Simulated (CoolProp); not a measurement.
Model: reference Helmholtz-energy equation of state, McLinden 2015, in CoolProp.

### Question
For the fluoroketone C6F12O (FK-5-1-12), give the phase and the density (kg/m³), cv (kJ/(kg K)) at 351 K and 0.212 MPa; 351 K and 1.45 MPa; 351 K and 2.74 MPa.

### Answer
- 351 K and 0.212 MPa: gas; density 25.5, cv 0.894
- 351 K and 1.45 MPa: liquid; density 1440, cv 0.925
- 351 K and 2.74 MPa: liquid; density 1450, cv 0.924
